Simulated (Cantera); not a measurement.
Input (Python, Cantera):

```python
import numpy as np
import cantera as ct

gas = ct.Solution("gri30.yaml")
gas.TPX = 1100, 820000, {'CH4': 1, 'CO': 0.5, 'O2': 4.5, 'N2': 16.9}
reactor = ct.IdealGasConstPressureReactor(gas, energy="on", clone=False)
net = ct.ReactorNet([reactor])
net.rtol, net.atol = 1e-08, 1e-16
show = ['CH4', 'CO', 'O2', 'C2H', 'N2O']
times = np.geomspace(1e-06, 7, 11)

steps = ct.SolutionArray(gas, extra=["t"])
rows = []
print(f"{'t/s':>10s}{'T/K':>9s}{'P/Pa':>11s}" + "".join(f"{s:>11s}" for s in show))
for t in times:
    while net.time < t:
        t_next = net.step()
        steps.append(gas.state, t=t_next)
    rows.append([np.interp(t, steps.t, y) for y in (steps.T, steps.P, *steps(*show).X.T)])
    print(f"{t:10.3e}{rows[-1][0]:9.1f}{rows[-1][1]:11.4g}" + "".join(f"{x:11.3e}" for x in rows[-1][2:]))
rate = np.gradient(steps.T, steps.t)
print("integrator steps:", len(steps.t))
if steps.T.max() > steps.T[0] + 200:
    print(f"time of steepest temperature rise: {steps.t[rate.argmax()]:.4e} s")
gas.TPX = 1100, 820000, {'CH4': 1, 'CO': 0.5, 'O2': 4.5, 'N2': 16.9}
gas.equilibrate("HP")
print(f"equilibrium (HP): T = {gas.T:.1f} K  " + "  ".join(f"{s} {gas[s].X[0]:.3e}" for s in show))
```

It prints:

```
       t/s      T/K       P/Pa        CH4         CO         O2        C2H        N2O
 1.000e-06   1100.0    8.2e+05  4.367e-02  2.183e-02  1.965e-01  1.037e-35  6.692e-16
 4.836e-06   1100.0    8.2e+05  4.367e-02  2.183e-02  1.965e-01  3.906e-34  4.555e-15
 2.339e-05   1100.0    8.2e+05  4.367e-02  2.183e-02  1.965e-01  1.422e-32  2.495e-14
 1.131e-04   1100.0    8.2e+05  4.367e-02  2.183e-02  1.965e-01  2.555e-30  1.563e-13
 5.471e-04   1100.0    8.2e+05  4.367e-02  2.183e-02  1.965e-01  2.588e-26  1.476e-12
 2.646e-03   1100.2    8.2e+05  4.364e-02  2.183e-02  1.965e-01  4.797e-23  1.679e-11
 1.280e-02   1102.6    8.2e+05  4.335e-02  2.180e-02  1.962e-01  6.643e-20  2.164e-10
 6.188e-02   2176.8    8.2e+05  2.903e-21  3.788e-04  9.776e-02  5.640e-29  1.196e-06
 2.993e-01   2166.2    8.2e+05  2.411e-21  3.560e-04  9.532e-02  3.458e-29  1.181e-06
 1.447e+00   2164.9    8.2e+05  2.359e-21  3.534e-04  9.504e-02  3.306e-29  1.180e-06
 7.000e+00   2164.9    8.2e+05  2.359e-21  3.534e-04  9.504e-02  3.306e-29  1.180e-06
integrator steps: 2283
time of steepest temperature rise: 2.3837e-02 s
equilibrium (HP): T = 2164.9 K  CH4 3.645e-21  CO 3.534e-04  O2 9.504e-02  C2H 3.713e-29  N2O 1.180e-06
```

Model: GRI-Mech 3.0 (53 species, 325 reactions), integrated in Cantera.
